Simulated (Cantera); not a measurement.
Input (Python, Cantera):

```python
import numpy as np
import cantera as ct

gas = ct.Solution("h2o2.yaml")
gas.TPX = 498, 101325, {'H2': 1, 'O2': 0.5, 'N2': 1.88}
flame = ct.FreeFlame(gas, width=0.04)
flame.set_refine_criteria(ratio=3, slope=0.08, curve=0.16)
flame.transport_model = "mixture-averaged"
flame.solve(loglevel=0, auto=True)
z, T = flame.grid, flame.T
thick = (T[-1] - T[0]) / np.gradient(T, z).max()
show = ['H2', 'O2', 'O', 'H', 'H2O', 'H2O2']
print(f"laminar burning velocity  {flame.velocity[0] * 100:.3f} cm/s")
print(f"burnt temperature         {T[-1]:.1f} K")
print(f"thermal thickness         {thick * 1e3:.4f} mm")
print(f"grid points               {len(z)}")
z0 = z[flame.heat_release_rate.argmax()]
print(f"{'z/mm':>9s}{'T/K':>9s}{'u/(m/s)':>9s}" + "".join(f"{s:>11s}" for s in show))
rows = []
for k in (-3, -2, -1.5, -1, -0.5, -0.25, 0, 0.25, 0.5, 1, 2, 4, 8):
    zz = z0 + k * thick
    rows.append([k * thick, np.interp(zz, z, T), np.interp(zz, z, flame.velocity),
                 *(np.interp(zz, z, flame.X[gas.species_index(s)]) for s in show)])
    print(f"{rows[-1][0] * 1e3:9.3f}{rows[-1][1]:9.1f}{rows[-1][2]:9.3f}" + "".join(f"{x:11.3e}" for x in rows[-1][3:]))
```

It prints:

```
laminar burning velocity  532.998 cm/s
burnt temperature         2483.2 K
thermal thickness         0.4299 mm
grid points               124
     z/mm      T/K  u/(m/s)         H2         O2          O          H        H2O       H2O2
   -1.290    498.0    5.330  2.959e-01  1.479e-01  2.922e-15  5.841e-17  2.106e-13  6.035e-16
   -0.860    498.0    5.330  2.959e-01  1.479e-01  6.217e-13  1.263e-14  3.558e-11  1.175e-13
   -0.645    498.0    5.330  2.959e-01  1.479e-01  1.994e-11  5.925e-13  1.005e-09  4.455e-12
   -0.430    498.0    5.330  2.958e-01  1.479e-01  1.225e-09  2.220e-10  6.731e-08  4.200e-10
   -0.215    507.1    5.401  2.920e-01  1.485e-01  2.299e-06  2.268e-05  2.525e-04  2.973e-06
   -0.107    727.0    7.537  2.580e-01  1.446e-01  2.168e-04  3.966e-03  1.777e-02  3.508e-05
    0.000   1204.6   12.039  1.553e-01  1.065e-01  4.844e-03  3.203e-02  1.046e-01  6.586e-06
    0.107   1536.1   15.153  6.823e-02  4.889e-02  1.136e-02  5.349e-02  2.058e-01  3.278e-06
    0.215   1692.8   16.579  4.905e-02  3.206e-02  1.227e-02  5.074e-02  2.348e-01  1.905e-06
    0.430   1855.5   17.992  4.553e-02  2.615e-02  1.075e-02  3.942e-02  2.482e-01  9.905e-07
    0.860   2019.7   19.363  4.267e-02  2.207e-02  8.271e-03  2.756e-02  2.611e-01  5.414e-07
    1.719   2173.3   20.598  3.766e-02  1.803e-02  5.731e-03  1.767e-02  2.756e-01  3.411e-07
    3.439   2304.5   21.620  3.127e-02  1.428e-02  3.619e-03  1.048e-02  2.902e-01  2.502e-07
```

Cantera simulation using the H2/O2 subset of GRI-Mech 3.0, which has no nitrogen chemistry; the numbers are that mechanism's predictions, not measurements. Burning velocities carry a grid error of a few per cent, more on coarse grids.
